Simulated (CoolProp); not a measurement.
o-xylene along the isotherm 328.9 K: density (kg/m³) from the reference equation and from simpler models built on Tc = 630.3 K, pc = 3.737 MPa, ω = 0.312; each cubic takes its own stable root.

The numbers come from the reference Helmholtz-energy equation of state, Zhou 2012 in CoolProp.

```
p (MPa)   phase  reference  Soave-Redlich-Kwong  Peng-Robinson
-------  ------  ---------  -------------------  -------------
1.33     liquid      850.9                750.1          843.8
2.67     liquid      852.0                751.4          845.0
4        liquid      853.1                752.7          846.2
5.34     liquid      854.2                753.9          847.3
6.67     liquid      855.3                755.1          848.4
8.01     liquid      856.3                756.3          849.5
9.34     liquid      857.4                757.4          850.6
10.7     liquid      858.4                758.6          851.7
12       liquid      859.4                759.7          852.7
13.3     liquid      860.4                760.7          853.7
14.7     liquid      861.4                761.8          854.7
16       liquid      862.4                762.8          855.6
17.4     liquid      863.4                763.9          856.6
18.7     liquid      864.3                764.8          857.5
```
